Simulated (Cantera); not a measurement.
**Equilibrium for silicon epitaxy and polysilicon growth: Si3H8 + Cl2 + N2**

Charge: 1 mol Si3H8, 0.11 mol Cl2, 56 mol N2, held at 1300 K and 1.33 mbar.

Cantera equilibrium calculation (NASA polynomials, part measured and part estimated; ideal gas, pure solids and liquids). Candidate condensed phases: NH4Cl, Si, Si3N4; 28 gas species. The feed counts by its element totals alone. N2 is the only nitrogen source here; it is nearly inert below about 1500 K, so the nitride shown seldom forms there in practice. The numbers say what is thermodynamically allowed, not how fast it happens.

- x(N2): 0.929
- x(H2): 0.0669
- x(HCl): 0.00378
- x(H): 7.84e-6
- x(SiCl2): 3.10e-6
- n(Si3N4(s)): 1.000 mol
- gas amount: 58.11 mol
- log10 activity of Si(s) (absent): -2.26
